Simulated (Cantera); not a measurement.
An adiabatic, constant-pressure homogeneous reactor starts with CH4 : H2 : O2 : N2 = 1 : 0.26 : 6.09 : 41.4 (molar parts), at 1673 K and 4.93 atm. Integrator tolerance rtol = 1e-08.

Model: GRI-Mech 3.0 (53 species, 325 reactions), integrated in Cantera.

| quantity | before | after |
|---|---|---|
| time of steepest temperature rise | 47.1 µs | 41.4 µs |
| temperature at 1.00 s | 2131 K | 2131 K |
| equilibrium temperature | 2131 K | 2131 K |
| x(CH4) at 1.00 s | <1e-12 (gas-phase equilibrium <1e-12) | <1e-12 (gas-phase equilibrium <1e-12) |
| x(H2) at 1.00 s | 5.40e-5 (gas-phase equilibrium 5.40e-5) | 4.99e-5 (gas-phase equilibrium 4.99e-5) |
| x(O2) at 1.00 s | 0.0777 (gas-phase equilibrium 0.0776) | 0.0777 (gas-phase equilibrium 0.0777) |
| x(C2H6) at 1.00 s | <1e-12 (gas-phase equilibrium <1e-12) | <1e-12 (gas-phase equilibrium <1e-12) |
| x(CH3) at 1.00 s | <1e-12 (gas-phase equilibrium <1e-12) | <1e-12 (gas-phase equilibrium <1e-12) |
| x(CH2O) at 1.00 s | <1e-12 (gas-phase equilibrium <1e-12) | <1e-12 (gas-phase equilibrium <1e-12) |
| x(N2O) at 1.00 s | 8.79e-7 (gas-phase equilibrium 8.79e-7) | 9.56e-7 (gas-phase equilibrium 9.56e-7) |

Problem. Name the change that produced these shifts.
(A) H2 0.26 to 0.75 parts
(B) initial temperature 1673 to 1500 K
(C) CH4 1 to 0.42 parts
(D) pressure from 4.93 atm to 5.82 atm

Solution. D, pressure from 4.93 atm to 5.82 atm
